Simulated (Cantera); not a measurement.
A closed system holds: 1 mol trisilylamine, 1.1 mol N₂, equilibrated at 6.90 Pa.

Method: chemical equilibrium by Gibbs-energy minimisation in Cantera with the NASA 1993 tables (ideal gas, pure condensed phases). Candidate condensed phases: Si, Si₃N₄; 18 gas species. The feed counts by its element totals alone. Mutual solubility and eutectic melting of coexisting phases are not modelled. The tables' values for SiN are old estimates; treat these amounts as uncertain. Gases not in the tables: Si₂H₆ and higher silanes. Equilibrium is a limit: real reactors are often held back by kinetics, nucleation or transport.

log p: log10 of the partial pressure in bar; n: condensed amount in mol.

```
T (K)  log p H₂  log p N₂  log p Si  log p H  log p Si₂  log p SiH  n Si(s)  n Si₃N₄(s)  n Si(l)
-----  --------  --------  --------  -------  ---------  ---------  -------  ----------  -------
1025      -4.16    -10.31    -15.18   -10.44       <-16     -15.52    0.600       0.800        0
1125      -4.16       ___       ___      ___       <-16        ___    0.600       0.800        0
1225      -4.16       ___       ___      ___        ___        ___    0.606       0.798        0
1325      -4.17     -6.02    -10.03    -7.87     -13.54     -11.25    0.694       0.769        0
1425      -4.23     -5.00     -8.79    -7.28     -11.93     -10.26     1.75       0.418        0
1525      -4.29     -4.74     -7.72    -6.77     -10.54      -9.41     3.00           0        0
1625      -4.30     -4.75     -6.79    -6.30      -9.32      -8.64     2.98           0        0
1725      -4.31     -4.75     -5.99    -5.89      -8.32      -7.99        0           0     2.90
1825      -4.35     -4.78     -5.34    -5.53      -7.53      -7.49        0           0     2.54
1925      -4.48     -4.90     -4.76    -5.26      -6.83      -7.09        0           0    0.746
```

Q: What belongs in the gaps?

A: 
- 1125, log p N₂: -8.62
- 1125, log p Si: -13.15
- 1125, log p H: -9.43
- 1125, log p SiH: -13.84
- 1225, log p N₂: -7.22
- 1225, log p Si: -11.46
- 1225, log p H: -8.59
- 1225, log p Si₂: -15.40
- 1225, log p SiH: -12.43
